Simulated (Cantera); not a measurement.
An isothermal, constant-pressure homogeneous reactor starts with 3.77 % CH4, 94.3 % H2, 1.89 % H, at 1475 K and 13300 Pa.

Computed with Cantera and GRI-Mech 3.0 (53 species, 325 reactions). GRI-Mech 3.0 stops at C3 and has no aromatics, soot or wall deposition, so with more carbon than oxygen in the feed, carbon stays in small species such as C2H2 where larger ones or solid carbon would form.

Task: Predict: x(CH4) at 2.00 s; x(H2) at 2.00 s; x(H) at 2.00 s; x(C2H2) at 2.00 s; x(C2H6) at 2.00 s.

Result: 
* **x(CH4) at 2.00 s**: 0.0339 (gas-phase equilibrium 0.0148)
* **x(H2) at 2.00 s**: 0.964 (gas-phase equilibrium 0.974)
* **x(H) at 2.00 s**: 3.16e-5 (gas-phase equilibrium 3.53e-5)
* **x(C2H2) at 2.00 s**: 0.00188 (gas-phase equilibrium 0.0107)
* **x(C2H6) at 2.00 s**: 1.49e-6 (gas-phase equilibrium 6.89e-7)
